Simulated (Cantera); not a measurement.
A Cantera script and its output.

```python
import numpy as np
import cantera as ct

gas = ct.Solution("gri30.yaml", transport_model="multicomponent")
show = ['H', 'C2H2', 'NH3']

rows = []
print(f"{'T/K':>7s}{'rho':>11s}{'cp':>10s}{'mu':>11s}{'lambda':>11s}{'Pr':>7s}" + "".join(f"{'D_' + s:>11s}" for s in show))
for T in [400, 500, 600, 700, 800, 900, 1000, 1100]:
    gas.TPX = T, 2666, {'C2H2': 0.57}
    Pr = gas.cp_mass * gas.viscosity / gas.thermal_conductivity
    D = [gas.mix_diff_coeffs_mole[gas.species_index(s)] for s in show]
    rows.append([gas.density, gas.cp_mass, gas.viscosity, gas.thermal_conductivity, Pr, *D])
    print(f"{T:7g}{gas.density:11.4e}{gas.cp_mass:10.1f}{gas.viscosity:11.4e}"
          f"{gas.thermal_conductivity:11.4e}{Pr:7.3f}" + "".join(f"{d:11.4e}" for d in D))
print("SI units: kg/m3, J/kg/K, Pa s, W/m/K, m2/s")
```

It prints:

```
    T/K        rho        cp         mu     lambda     Pr        D_H     D_C2H2      D_NH3
    400 2.0872e-02    1930.6 1.3577e-05 3.5585e-02  0.737 5.9090e-03 0.0000e+00 1.1080e-03
    500 1.6698e-02    2101.4 1.6352e-05 4.6618e-02  0.737 8.8193e-03 0.0000e+00 1.7009e-03
    600 1.3915e-02    2231.7 1.8878e-05 5.7166e-02  0.737 1.2158e-02 0.0000e+00 2.3944e-03
    700 1.1927e-02    2339.5 2.1213e-05 6.7373e-02  0.737 1.5894e-02 0.0000e+00 3.1800e-03
    800 1.0436e-02    2436.0 2.3397e-05 7.7421e-02  0.736 2.0002e-02 0.0000e+00 4.0508e-03
    900 9.2766e-03    2526.1 2.5458e-05 8.7408e-02  0.736 2.4463e-02 0.0000e+00 5.0015e-03
   1000 8.3490e-03    2608.1 2.7416e-05 9.7245e-02  0.735 2.9260e-02 0.0000e+00 6.0276e-03
   1100 7.5900e-03    2683.4 2.9287e-05 1.0695e-01  0.735 3.4380e-02 0.0000e+00 7.1254e-03
SI units: kg/m3, J/kg/K, Pa s, W/m/K, m2/s
```

Computed with Cantera and GRI-Mech 3.0 (53 species, 325 reactions). The composition is frozen, though it would react at the higher temperatures.
